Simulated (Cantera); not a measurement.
Cantera run, input and output.

```python
import numpy as np
import cantera as ct

gas = ct.Solution("gri30.yaml")
gas.TPX = 2325, 13332, {'CH4': 0.02, 'H2': 1, 'H': 0.02}
inlet = ct.Reservoir(gas, clone=True)

reactor = ct.IdealGasConstPressureReactor(gas, energy="off", clone=False)
exhaust = ct.Reservoir(gas, clone=True)
tau = [3, 0.68, 0.15, 0.035, 0.0078, 0.0018, 0.00039][0]
for a, b in ((inlet, reactor), (reactor, exhaust)):
    ct.MassFlowController(a, b, mdot=lambda t: reactor.mass / tau)
net = ct.ReactorNet([reactor])
show = ['CH4', 'H2', 'H', 'CH3', 'C2H']

rows = []
print(f"{'tau/s':>10s}{'T/K':>9s}" + "".join(f"{s:>11s}" for s in show))
for tau in [3, 0.68, 0.15, 0.035, 0.0078, 0.0018, 0.00039]:
    net.initial_time = 0.0
    net.advance(30 * tau)
    before = gas.X
    net.advance(40 * tau)
    drift = np.max(np.abs(gas.X - before) / (gas.X + 1e-9))
    rows.append([gas.T, *gas[show].X, drift])
    print(f"{tau:10.3e}{gas.T:9.1f}" + "".join(f"{x:11.3e}" for x in gas[show].X))
```

It prints:

```
     tau/s      T/K        CH4         H2          H        CH3        C2H
 3.000e+00   2325.0  7.239e-05  9.609e-01  2.963e-02  4.145e-05  1.377e-05
 6.800e-01   2325.0  1.399e-04  9.612e-01  2.930e-02  7.916e-05  1.353e-05
 1.500e-01   2325.0  3.066e-04  9.621e-01  2.829e-02  1.674e-04  1.288e-05
 3.500e-02   2325.0  7.079e-04  9.638e-01  2.623e-02  3.575e-04  1.155e-05
 7.800e-03   2325.0  1.776e-03  9.661e-01  2.315e-02  7.892e-04  9.333e-06
 1.800e-03   2325.0  4.232e-03  9.675e-01  2.004e-02  1.623e-03  6.453e-06
 3.900e-04   2325.0  8.665e-03  9.671e-01  1.750e-02  2.890e-03  3.174e-06
```

Computed with Cantera and GRI-Mech 3.0 (53 species, 325 reactions). GRI-Mech 3.0 stops at C3 and has no aromatics, soot or wall deposition, so with more carbon than oxygen in the feed, carbon stays in small species such as C2H2 where larger ones or solid carbon would form.
